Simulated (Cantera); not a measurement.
Cantera run, input and output.

```python
import numpy as np
import cantera as ct

gas = ct.Solution("gri30.yaml")
gas.TPX = 1100, 88000, {'N2O': 1, 'H2': 0.017, 'N2': 7, 'H2O': 0.34}
reactor = ct.IdealGasConstPressureReactor(gas, energy="off", clone=False)
net = ct.ReactorNet([reactor])
net.rtol, net.atol = 1e-08, 1e-18
show = ['N2O', 'H2', 'OH', 'O', 'N2', 'H2O2']
times = np.geomspace(6e-05, 7, 11)

steps = ct.SolutionArray(gas, extra=["t"])
rows = []
print(f"{'t/s':>10s}{'T/K':>9s}{'P/Pa':>11s}" + "".join(f"{s:>11s}" for s in show))
for t in times:
    while net.time < t:
        t_next = net.step()
        steps.append(gas.state, t=t_next)
    rows.append([np.interp(t, steps.t, y) for y in (steps.T, steps.P, *steps(*show).X.T)])
    print(f"{t:10.3e}{rows[-1][0]:9.1f}{rows[-1][1]:11.4g}" + "".join(f"{x:11.3e}" for x in rows[-1][2:]))
rate = np.gradient(steps.T, steps.t)
print("integrator steps:", len(steps.t))
if steps.T.max() > steps.T[0] + 200:
    print(f"time of steepest temperature rise: {steps.t[rate.argmax()]:.4e} s")
gas.TPX = 1100, 88000, {'N2O': 1, 'H2': 0.017, 'N2': 7, 'H2O': 0.34}
gas.equilibrate("TP")
print(f"equilibrium (TP): T = {gas.T:.1f} K  " + "  ".join(f"{s} {gas[s].X[0]:.3e}" for s in show))
```

Result:

```
       t/s      T/K       P/Pa        N2O         H2         OH          O         N2       H2O2
 6.000e-05   1100.0    8.8e+04  1.197e-01  2.034e-03  7.643e-08  1.525e-07  8.376e-01  7.589e-14
 1.927e-04   1100.0    8.8e+04  1.197e-01  2.033e-03  4.166e-07  2.037e-07  8.376e-01  7.571e-12
 6.188e-04   1100.0    8.8e+04  1.196e-01  2.019e-03  1.472e-06  2.070e-07  8.376e-01  3.333e-10
 1.987e-03   1100.0    8.8e+04  1.195e-01  1.905e-03  3.396e-06  2.167e-07  8.378e-01  5.394e-09
 6.382e-03   1100.0    8.8e+04  1.190e-01  1.402e-03  4.872e-06  2.466e-07  8.383e-01  1.592e-08
 2.049e-02   1100.0    8.8e+04  1.178e-01  3.924e-04  5.842e-06  3.010e-07  8.393e-01  2.345e-08
 6.581e-02   1100.0    8.8e+04  1.170e-01  5.764e-06  5.564e-06  3.140e-07  8.400e-01  2.242e-08
 2.114e-01   1100.0    8.8e+04  1.156e-01  7.550e-08  5.492e-06  3.000e-07  8.407e-01  2.157e-08
 6.787e-01   1100.0    8.8e+04  1.113e-01  5.465e-08  5.877e-06  2.869e-07  8.430e-01  2.254e-08
 2.180e+00   1100.0    8.8e+04  9.875e-02  4.033e-08  6.110e-06  2.638e-07  8.495e-01  2.329e-08
 7.000e+00   1100.0    8.8e+04  6.903e-02  2.849e-08  5.739e-06  2.146e-07  8.652e-01  2.061e-08
integrator steps: 1660
equilibrium (TP): T = 1100.0 K  N2O 3.554e-09  H2 2.421e-10  OH 3.208e-07  O 6.310e-10  N2 9.041e-01  H2O2 8.058e-11
```

Model: GRI-Mech 3.0 (53 species, 325 reactions), integrated in Cantera. GRI-Mech 3.0 was tuned for natural gas; its chemistry of N2O as a main component is partial and can be far from experiment. The mechanism lacks the step 2 NO + O2 → 2 NO2, which can matter for NO2 below about 1400 K. The temperature is held fixed by assumption; the heat of reaction is taken as removed at once.
